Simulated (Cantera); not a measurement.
A closed system holds: 1 mol (CH₃)₂SiCl₂, 1.3 mol C₂H₄, 5.3 mol H₂, equilibrated at 1502 °C and 0.00460 bar.

These are equilibrium values from Cantera (NASA tables, ideal gas, pure condensed phases), not measurements of a reactor. Candidate condensed phases: C, C₆H₆, C₇H₈, C₈H₁₈, Si, SiC; 109 gas species. The feed counts by its element totals alone. The tables' values for SiCl₃, SiCl are old estimates; treat these amounts as uncertain. Rates play no part.

Base state: H₂ 0.831, HCl 0.163, H 0.00389, SiCl₂ 0.00219, Cl 0.000585, C₂H₂ (acetylene) 0.000118, SiCl₃ 1.50e-5, SiCl 1.25e-5 (mole fractions); condensed: C(graphite) + SiC(s).

Q: What changes in the equilibrium state with this change: H₂ from 5.3 to 660 mol?

A: 
| species | before | after |
|---|---|---|
| H₂ | 0.831 | 0.993 |
| H | 0.00389 | 0.00425 |
| HCl | 0.163 | 0.00298 |
| SiCl₂ | 0.00219 | 6.16e-7 |
| Si | 1.02e-5 | 1.02e-5 |
| SiCl₃ | 1.50e-5 | <1e-9 |
| SiCl | 1.25e-5 | 2.09e-7 |
| C(graphite), mol | 3.62 | 3.42 |
| SiC(s), mol | 0.973 | 0.991 |

Q: What changes in the equilibrium state with this change: (CH₃)₂SiCl₂ replaced by SiHCl₃?

A: 
```
species             before     after
----------------  --------  --------
H₂                   0.831     0.702
HCl                  0.163     0.285
SiCl₂              0.00219   0.00795
SiCl₃              1.50e-5  0.000103
Cl                0.000585   0.00112
SiCl               1.25e-5   2.38e-5
C(graphite), mol      3.62      1.68
SiC(s), mol          0.973     0.920
```
